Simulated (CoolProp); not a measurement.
Chloromethane (R40) along the isotherm 181.55 °C: density (kg/m³) from the reference equation and from simpler models built on Tc = 145.5 °C, pc = 69.29 bar, ω = 0.150; each cubic takes its own stable root.

The numbers come from the reference Helmholtz-energy equation of state, Thol 2014 in CoolProp.

| p (bar) | phase | reference | Soave-Redlich-Kwong | Peng-Robinson |
|---|---|---|---|---|
| 1.1 | gas | 1.476 | 1.475 | 1.476 |
| 1.61 | gas | 2.164 | 2.163 | 2.165 |
| 2.36 | gas | 3.182 | 3.180 | 3.184 |
| 3.46 | gas | 4.686 | 4.682 | 4.690 |
| 5.09 | gas | 6.941 | 6.932 | 6.950 |
| 7.46 | gas | 10.28 | 10.25 | 10.29 |
| 11 | gas | 15.39 | 15.34 | 15.43 |
| 16.1 | gas | 23.04 | 22.94 | 23.14 |
| 23.6 | gas | 35.01 | 34.77 | 35.21 |
| 34.6 | gas | 54.38 | 53.77 | 54.82 |
| 50.9 | gas | 88.41 | 86.76 | 89.37 |
| 74.6 | supercritical | 157.5 | 151.9 | 159.1 |
| 110 | supercritical | 365.3 | 322.6 | 344.8 |
| 161 | supercritical | 549.4 | 475.5 | 519.3 |
| 236 | supercritical | 637.2 | 568.1 | 625.8 |
| 346 | supercritical | 701.7 | 642.8 | 710.8 |
